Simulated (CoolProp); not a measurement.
Vapour-liquid equilibrium of n-octane (1) + m-xylene (2) at 393.8 K; x and y are mole fractions of (1).

Model: multi-fluid Helmholtz-energy mixture model, Beckmüller 2019 and Zhou 2012; pair parameters Bell 2016, in CoolProp.

Problem. Give the bubble pressure and the first vapour's composition at x = 0.05, 0.8, 0.95. Is there an azeotrope?

Solution. x = 0.05: 0.06196 MPa, y = 0.076; x = 0.8: 0.08345 MPa, y = 0.845; x = 0.95: 0.08691 MPa, y = 0.962. No azeotrope shows between x = 0.05 and 0.95.

The pair parameters rest on a limited set of measurements; away from them the model extrapolates.
